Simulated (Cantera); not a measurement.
A Cantera script and what it prints.

```python
import numpy as np
import cantera as ct

gas_names = """
    Ca CaF CaF2 CaO Ca2 F FO FO2 F2 F2O O O2 O3
""".split()
cond_names = """
    Ca(a) Ca(b) Ca(L) CaF2(a) CaF2(b) CaF2(L) CaO(s) CaO(L)
""".split()


# ... load() reads the species with a 1 bar reference pressure and builds the phases ...
atoms = {
    'CaO': {'Ca': 1, 'O': 1},
    'F2': {'F': 2},
}
top_T = {}  # K; cautious upper limits of use, not melting points


# ... equilibrate(T, P, feed) seeds the gas with the atoms and calls Mixture.equilibrate('TP', solver="vcs", rtol=1e-11, max_steps=5000) ...
results = []
feed = {'CaO': 1, 'F2': 1.5}  # mol
P = 61000  # Pa
for T in [625, 725, 825, 925, 1025, 1125, 1225, 1325, 1425, 1525, 1625, 1725, 1825]:
    mix = equilibrate(T, P, feed)
    results.append((T, P, feed, dict(zip(mix.species_names, mix.species_moles))))
    x = sorted(zip(gas.X, gas.species_names), reverse=True)
    print(f"T = {T:g} K  P = {P:g} Pa  gas = {mix.phase_moles(0):.4g} mol")
    print("   x: " + "  ".join(f"{s} {v:.3e}" for v, s in x if v > 1e-06))
    print("   condensed (mol): " + ("  ".join(f"{mix.phase(i).name} {mix.phase_moles(i):.4g}"
          for i in range(1, mix.n_phases) if mix.phase_moles(i) > 1e-12) or "none"))
```

Output:

```
T = 625 K  P = 61000 Pa  gas = 1 mol
   x: O2 4.999e-01  F2 4.998e-01  F 2.439e-04  FO2 8.327e-05  F2O 2.282e-06
   condensed (mol): CaF2(a) 1
T = 725 K  P = 61000 Pa  gas = 1.001 mol
   x: O2 4.994e-01  F2 4.984e-01  F 2.110e-03  FO2 1.171e-04  F2O 4.367e-06
   condensed (mol): CaF2(a) 1
T = 825 K  P = 61000 Pa  gas = 1.005 mol
   x: O2 4.972e-01  F2 4.918e-01  F 1.084e-02  FO2 1.508e-04  F2O 7.069e-06
   condensed (mol): CaF2(a) 1
T = 925 K  P = 61000 Pa  gas = 1.02 mol
   x: O2 4.902e-01  F2 4.710e-01  F 3.864e-02  FO2 1.793e-04  F2O 9.946e-06  FO 1.657e-06
   condensed (mol): CaF2(a) 1
T = 1025 K  P = 61000 Pa  gas = 1.055 mol
   x: O2 4.739e-01  F2 4.220e-01  F 1.039e-01  FO2 1.945e-04  F2O 1.203e-05  FO 6.170e-06
   condensed (mol): CaF2(a) 1
T = 1125 K  P = 61000 Pa  gas = 1.123 mol
   x: O2 4.450e-01  F2 3.354e-01  F 2.193e-01  FO2 1.877e-04  FO 1.668e-05  F2O 1.205e-05
   condensed (mol): CaF2(a) 1
T = 1225 K  P = 61000 Pa  gas = 1.226 mol
   x: O2 4.077e-01  F 3.688e-01  F2 2.234e-01  FO2 1.581e-04  FO 3.384e-05  F2O 9.570e-06
   condensed (mol): CaF2(a) 1
T = 1325 K  P = 61000 Pa  gas = 1.337 mol
   x: F 5.041e-01  O2 3.739e-01  F2 1.219e-01  FO2 1.187e-04  FO 5.386e-05  F2O 6.033e-06
   condensed (mol): CaF2(a) 1
T = 1425 K  P = 61000 Pa  gas = 1.418 mol
   x: F 5.896e-01  O2 3.525e-01  F2 5.771e-02  FO2 8.416e-05  FO 7.228e-05  F2O 3.261e-06  O 1.055e-06
   condensed (mol): CaF2(b) 1
T = 1525 K  P = 61000 Pa  gas = 1.461 mol
   x: F 6.315e-01  O2 3.420e-01  F2 2.628e-02  FO 8.808e-05  FO2 5.956e-05  CaF2 6.029e-06  O 4.241e-06  F2O 1.684e-06
   condensed (mol): CaF2(b) 1
T = 1625 K  P = 61000 Pa  gas = 1.482 mol
   x: F 6.501e-01  O2 3.374e-01  F2 1.236e-02  FO 1.021e-04  FO2 4.316e-05  CaF2 4.059e-05  O 1.448e-05
   condensed (mol): CaF2(b) 0.9999
T = 1725 K  P = 61000 Pa  gas = 1.491 mol
   x: F 6.582e-01  O2 3.352e-01  F2 6.173e-03  CaF2 2.043e-04  FO 1.151e-04  O 4.303e-05  FO2 3.221e-05
   condensed (mol): CaF2(L) 0.9997
T = 1825 K  P = 61000 Pa  gas = 1.496 mol
   x: F 6.616e-01  O2 3.340e-01  F2 3.284e-03  CaF2 7.835e-04  FO 1.273e-04  O 1.137e-04  FO2 2.472e-05
   condensed (mol): CaF2(L) 0.9988
```

Cantera equilibrium calculation (NASA polynomials, part measured and part estimated; ideal gas, pure solids and liquids).
